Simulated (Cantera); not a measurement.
An isothermal, constant-pressure homogeneous reactor starts with NO : N2 = 1 : 0.95 (molar parts), at 1998 K and 0.0140 bar. Integrator tolerance rtol = 1e-08.

Computed with Cantera and GRI-Mech 3.0 (53 species, 325 reactions). Radical loss at walls, strong at low pressure, is not modelled.

Q: What does this change do: NO 1 to 5.2 parts?

A: 
```tsv
quantity	before	after
x(NO) at 7.00 s	0.324 (gas-phase equilibrium 0.00809)	0.434 (gas-phase equilibrium 0.00916)
x(O2) at 7.00 s	0.0935 (gas-phase equilibrium 0.251)	0.204 (gas-phase equilibrium 0.416)
x(N2O) at 7.00 s	2.74e-5 (gas-phase equilibrium 5.21e-8)	4.11e-5 (gas-phase equilibrium 5.19e-8)
x(O) at 7.00 s	0.00182 (gas-phase equilibrium 0.00280)	0.00264 (gas-phase equilibrium 0.00361)
x(NO2) at 7.00 s	4.28e-5 (gas-phase equilibrium 1.81e-6)	8.50e-5 (gas-phase equilibrium 2.64e-6)
x(N2) at 7.00 s	0.581 (gas-phase equilibrium 0.739)	0.359 (gas-phase equilibrium 0.572)
```
